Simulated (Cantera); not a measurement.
## Adiabatic ignition

An adiabatic, constant-volume homogeneous reactor starts with CH₄ : O₂ : N₂ : H₂ = 1 : 5.88 : 22.1 : 0.08 (molar parts), at 1750 K and 3750 Torr.

Computed with Cantera and GRI-Mech 3.0 (53 species, 325 reactions).

| t (s) | T (K) | P (bar) | x CH₄ | x O₂ | x CH₂CO | x C₂H₆ | x CO | x C₂H | x CO₂ |
|---|---|---|---|---|---|---|---|---|---|
| 3.00e-6 | 1750 | 5.00 | 0.0344 | 0.202 | 4.78e-12 | 9.54e-8 | 1.02e-7 | <1e-12 | 1.01e-8 |
| 7.73e-6 | 1750 | 5.00 | 0.0342 | 0.202 | 1.39e-9 | 3.27e-6 | 3.15e-6 | <1e-12 | 2.78e-7 |
| 1.99e-5 | 1765 | 5.04 | 0.0311 | 0.200 | 3.42e-6 | 0.000228 | 0.000526 | 6.84e-11 | 3.87e-5 |
| 5.14e-5 | 2584 | 7.42 | <1e-12 | 0.129 | <1e-12 | <1e-12 | 0.00266 | <1e-12 | 0.0316 |
| 0.000132 | 2596 | 7.45 | <1e-12 | 0.129 | <1e-12 | <1e-12 | 0.00200 | <1e-12 | 0.0323 |
| 0.000341 | 2593 | 7.44 | <1e-12 | 0.128 | <1e-12 | <1e-12 | 0.00197 | <1e-12 | 0.0323 |
| 0.000879 | 2585 | 7.41 | <1e-12 | 0.126 | <1e-12 | <1e-12 | 0.00191 | <1e-12 | 0.0324 |
| 0.00227 | 2571 | 7.37 | <1e-12 | 0.123 | <1e-12 | <1e-12 | 0.00182 | <1e-12 | 0.0325 |
| 0.00584 | 2560 | 7.34 | <1e-12 | 0.121 | <1e-12 | <1e-12 | 0.00174 | <1e-12 | 0.0326 |
| 0.0151 | 2557 | 7.33 | <1e-12 | 0.120 | <1e-12 | <1e-12 | 0.00173 | <1e-12 | 0.0326 |
| 0.0388 | 2557 | 7.33 | <1e-12 | 0.120 | <1e-12 | <1e-12 | 0.00173 | <1e-12 | 0.0326 |
| 0.100 | 2557 | 7.33 | <1e-12 | 0.120 | <1e-12 | <1e-12 | 0.00173 | <1e-12 | 0.0326 |
x: mole fraction; the columns are a selection and need not sum to one.

```json
{
  "time_of_steepest_temperature_rise": "28.7 µs",
  "temperature at 0.100 s": "2557 K",
  "equilibrium_temperature": "2557 K",
  "x(CH₄) at 0.100 s": "<1e-12 (gas-phase equilibrium <1e-12)",
  "x(O₂) at 0.100 s": "0.120 (gas-phase equilibrium 0.120)",
  "x(CH₂CO) at 0.100 s": "<1e-12 (gas-phase equilibrium <1e-12)"
}
```
